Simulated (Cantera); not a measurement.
# HBr + H₂ + N₂ (abatement and gas-phase synthesis)

A closed system holds: 1 mol HBr, 1.7 mol H₂, 5 mol N₂, equilibrated at 160 bar.

Cantera equilibrium calculation (NASA polynomials, part measured and part estimated; ideal gas, pure solids and liquids). Candidate condensed phases: Br₂; 12 gas species. The ideal-gas law is rough above about 30 bar. Kinetics and transport are ignored.

From 1725 °C to 2375 °C nothing is condensed.

| T (°C) | x N₂ | x H₂ | x HBr | x Br | x H | x NH₃ | x Br₂ |
|---|---|---|---|---|---|---|---|
| 1725 | 0.649 | 0.221 | 0.129 | 0.000847 | 5.96e-5 | 0.000270 | 2.34e-5 |
| 1775 | 0.649 | 0.221 | 0.129 | 0.00106 | 8.32e-5 | 0.000249 | 2.74e-5 |
| 1825 | 0.649 | 0.221 | 0.128 | 0.00132 | 0.000114 | 0.000230 | 3.18e-5 |
| 1875 | 0.649 | 0.221 | 0.128 | 0.00162 | 0.000155 | 0.000214 | 3.66e-5 |
| 1925 | 0.649 | 0.221 | 0.128 | 0.00197 | 0.000207 | 0.000200 | 4.18e-5 |
| 1975 | 0.649 | 0.221 | 0.127 | 0.00238 | 0.000273 | 0.000187 | 4.74e-5 |
| 2025 | 0.648 | 0.221 | 0.127 | 0.00284 | 0.000356 | 0.000175 | 5.34e-5 |
| 2075 | 0.648 | 0.222 | 0.126 | 0.00337 | 0.000460 | 0.000165 | 5.97e-5 |
| 2125 | 0.648 | 0.222 | 0.126 | 0.00396 | 0.000587 | 0.000156 | 6.65e-5 |
| 2175 | 0.648 | 0.222 | 0.125 | 0.00463 | 0.000742 | 0.000148 | 7.35e-5 |
| 2225 | 0.647 | 0.222 | 0.124 | 0.00536 | 0.000929 | 0.000140 | 8.08e-5 |
| 2275 | 0.647 | 0.222 | 0.123 | 0.00618 | 0.00115 | 0.000134 | 8.83e-5 |
| 2325 | 0.647 | 0.223 | 0.122 | 0.00707 | 0.00142 | 0.000127 | 9.60e-5 |
| 2375 | 0.646 | 0.223 | 0.121 | 0.00804 | 0.00174 | 0.000122 | 0.000104 |
x: gas mole fraction; nothing condenses.
